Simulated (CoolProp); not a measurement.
Vapour-liquid equilibrium of n-octane (1) + ethylbenzene (2) at 120.25 °C; x and y are mole fractions of (1).

The numbers come from the multi-fluid Helmholtz-energy mixture model, Beckmüller 2019 and Zhou 2012; pair parameters Bell 2016 in CoolProp.

```tsv
x	bubble pressure (MPa)	y at the bubble point	dew pressure at overall composition x (MPa)	liquid density (mol/L)
0.05	0.06694	0.080	0.06612	7.183
0.2	0.07255	0.276	0.07037	6.830
0.35	0.07697	0.433	0.07466	6.508
0.5	0.08047	0.569	0.07875	6.213
0.65	0.08323	0.696	0.08229	5.943
0.8	0.08530	0.822	0.08499	5.695
0.95	0.08671	0.954	0.08668	5.467
```

No azeotrope shows between x = 0.05 and 0.95.

The pair parameters rest on a limited set of measurements; away from them the model extrapolates.
